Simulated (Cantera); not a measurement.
An adiabatic, constant-volume homogeneous reactor starts with CO : H2 : O2 : N2 = 1 : 1 : 0.667 : 5.67 (molar parts), equivalence ratio 1.5, at 950 K and 0.770 bar. Integrator tolerance rtol = 1e-08.

Model: GRI-Mech 3.0 (53 species, 325 reactions), integrated in Cantera.

### Question
What does this change do: O2 0.667 to 0.43 parts?

### Answer
```tsv
quantity	before	after
time of steepest temperature rise	1.56 ms	2.09 ms
temperature at 0.100 s	2409 K	1970 K
equilibrium temperature	2408 K	1971 K
x(CO) at 0.100 s	0.0679 (gas-phase equilibrium 0.0679)	0.0971 (gas-phase equilibrium 0.0971)
x(H2) at 0.100 s	0.0200 (gas-phase equilibrium 0.0200)	0.0514 (gas-phase equilibrium 0.0514)
x(O2) at 0.100 s	0.000234 (gas-phase equilibrium 0.000234)	8.32e-8 (gas-phase equilibrium 8.33e-8)
x(NO) at 0.100 s	0.000630 (gas-phase equilibrium 0.000630)	1.36e-5 (gas-phase equilibrium 4.32e-6)
x(H) at 0.100 s	0.00176 (gas-phase equilibrium 0.00176)	0.000246 (gas-phase equilibrium 0.000246)
x(NO2) at 0.100 s	2.76e-8 (gas-phase equilibrium 2.77e-8)	1.90e-11 (gas-phase equilibrium 6.06e-12)
x(HO2) at 0.100 s	8.21e-8 (gas-phase equilibrium 8.21e-8)	3.90e-11 (gas-phase equilibrium 3.91e-11)
```

### Question
What does this change do: pressure from 0.770 bar to 10.0 bar?

### Answer
```
quantity                                                              before                                      after
---------------------------------  -----------------------------------------  -----------------------------------------
time of steepest temperature rise                                    1.56 ms                                    17.8 ms
temperature at 0.100 s                                                2409 K                                     2437 K
equilibrium temperature                                               2408 K                                     2437 K
x(CO) at 0.100 s                       0.0679 (gas-phase equilibrium 0.0679)      0.0674 (gas-phase equilibrium 0.0674)
x(H2) at 0.100 s                       0.0200 (gas-phase equilibrium 0.0200)      0.0196 (gas-phase equilibrium 0.0196)
x(O2) at 0.100 s                   0.000234 (gas-phase equilibrium 0.000234)    2.54e-5 (gas-phase equilibrium 2.54e-5)
x(NO) at 0.100 s                   0.000630 (gas-phase equilibrium 0.000630)  0.000219 (gas-phase equilibrium 0.000219)
x(H) at 0.100 s                      0.00176 (gas-phase equilibrium 0.00176)  0.000549 (gas-phase equilibrium 0.000549)
x(NO2) at 0.100 s                    2.76e-8 (gas-phase equilibrium 2.77e-8)    1.11e-8 (gas-phase equilibrium 1.11e-8)
x(HO2) at 0.100 s                    8.21e-8 (gas-phase equilibrium 8.21e-8)    3.21e-8 (gas-phase equilibrium 3.21e-8)
```
The hydrogen kinetics of GRI-Mech 3.0 are dated; newer H2 mechanisms differ, most at raised pressure.

### Question
What does this change do: constant pressure in place of constant volume?

### Answer
```json
[
 {"quantity": "time of steepest temperature rise", "before": "1.56 ms", "after": "1.59 ms"},
 {"quantity": "temperature at 0.100 s", "before": "2409 K", "after": "2146 K"},
 {"quantity": "equilibrium temperature", "before": "2408 K", "after": "2146 K"},
 {"quantity": "x(CO) at 0.100 s", "before": "0.0679 (gas-phase equilibrium 0.0679)", "after": "0.0654 (gas-phase equilibrium 0.0654)"},
 {"quantity": "x(H2) at 0.100 s", "before": "0.0200 (gas-phase equilibrium 0.0200)", "after": "0.0214 (gas-phase equilibrium 0.0214)"},
 {"quantity": "x(O2) at 0.100 s", "before": "0.000234 (gas-phase equilibrium 0.000234)", "after": "2.20e-5 (gas-phase equilibrium 2.19e-5)"},
 {"quantity": "x(NO) at 0.100 s", "before": "0.000630 (gas-phase equilibrium 0.000630)", "after": "7.91e-5 (gas-phase equilibrium 0.000110)"},
 {"quantity": "x(H) at 0.100 s", "before": "0.00176 (gas-phase equilibrium 0.00176)", "after": "0.000692 (gas-phase equilibrium 0.000692)"},
 {"quantity": "x(NO2) at 0.100 s", "before": "2.76e-8 (gas-phase equilibrium 2.77e-8)", "after": "9.73e-10 (gas-phase equilibrium 1.36e-9)"},
 {"quantity": "x(HO2) at 0.100 s", "before": "8.21e-8 (gas-phase equilibrium 8.21e-8)", "after": "4.95e-9 (gas-phase equilibrium 4.93e-9)"}
]
```
